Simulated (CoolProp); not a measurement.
The fluid at 293.15 K and 0.164 MPa is throttled through a valve to 0.0401 MPa with no heat exchange. The same conditions are run with several fluids, on thermodynamics alone (safety and materials aside).

Computed with CoolProp (reference Helmholtz-energy equation of state of each fluid (dodecamethylcyclohexasiloxane (D6): Colonna 2008; R245ca: Zhou 2016; p-xylene: Zhou 2012; R141b: Lemmon 2006; n-decane: Lemmon 2006)).

```json
[
 {"fluid": "dodecamethylcyclohexasiloxane (D6)", "temperature change (K)": "+0.1", "final phase": "liquid", "final density (kg/m³)": "974"},
 {"fluid": "R245ca", "temperature change (K)": "-16.6", "final phase": "two-phase, vapour fraction 0.105", "final density (kg/m³)": "22.5"},
 {"fluid": "p-xylene", "temperature change (K)": "+0.1", "final phase": "liquid", "final density (kg/m³)": "861"},
 {"fluid": "R141b", "temperature change (K)": "-11.9", "final phase": "two-phase, vapour fraction 0.058", "final density (kg/m³)": "34.2"},
 {"fluid": "n-decane", "temperature change (K)": "+0.1", "final phase": "liquid", "final density (kg/m³)": "730"}
]
```
